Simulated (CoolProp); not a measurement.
Values from CoolProp's reference Helmholtz-energy equation of state, Lemmon 2005. It is a short technical equation, of lower accuracy than the large ones.

**Question.** Give the vapour pressure (MPa), liquid density (kg/m³), vapour density (kg/m³) of saturated 1-butene at 320.1, 337.2, 342.9 K.

**Answer.** 
| T (K) | p (MPa) | liquid density (kg/m³) | vapour density (kg/m³) |
|---|---|---|---|
| 320.1 | 0.550 | 559 | 13.4 |
| 337.2 | 0.838 | 535 | 20.3 |
| 342.9 | 0.955 | 526 | 23.2 |
